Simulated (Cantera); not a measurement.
A perfectly stirred reactor is fed with 30.9 % H₂, 11.9 % O₂, 44.8 % N₂, 12.4 % H₂O, equivalence ratio 1.3, at 750 Torr; it is adiabatic with a 375 K inlet, and is followed from long to short residence time, starting on the burning branch (τ in s: 0.077, 0.029, 0.011, 0.004, 0.0015, 0.00057, 0.00021, 7.9e-05, 3e-05, 1.1e-05, 4.2e-06).

Computed with Cantera and the H2/O2 subset of GRI-Mech 3.0, which has no nitrogen chemistry.

One state of this run: T (K) = 1762; x H₂ = 0.0841; x O₂ = 0.00724; x H₂O = 0.372; x H = 0.0314; x OH = 0.00865; x O = 0.00272. x: mole fraction; the columns are a selection and need not sum to one.

Which value of τ (s) does it belong to?
A) 3.0e-5
B) 0.029
C) 0.00021
D) 7.9e-5

C, 0.00021
